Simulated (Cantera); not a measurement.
Standard-state values (1 bar) from the NASA 1993 polynomials, evaluated with Cantera. Values are per mole of reaction as written; species without (g) are pure solids or liquids, kept so even where they would boil at 1 bar.

2 Si + 4 HBr(g) = SiH4(g) + SiBr4(g), with ΔH° = -235.4 kJ and ΔS° = -248.5 J/K at 300 K.

How far is the shortcut ΔG° ≈ ΔH°(300 K) − T·ΔS°(300 K) from the full temperature-dependent value at 1675, 1775, 1875, 1975, 2075, 2175, 2275, 2375, 2475 K?


```tsv
T (K)	shortcut (kJ)	full (kJ)	difference (kJ)	difference in log10 K	condensed phases
1675	180.8	182.7	-1.9	0.06	Si(s)
1775	205.7	212.3	-6.6	0.20	Si(l)
1875	230.5	242.7	-12.2	0.34	Si(l)
1975	255.4	273.1	-17.8	0.47	Si(l)
2075	280.2	303.5	-23.3	0.59	Si(l)
2175	305.1	333.8	-28.7	0.69	Si(l)
2275	329.9	364.0	-34.1	0.78	Si(l)
2375	354.8	394.3	-39.5	0.87	Si(l)
2475	379.6	424.4	-44.8	0.95	Si(l)
```
The shortcut ignores heat capacities and the phase changes listed.
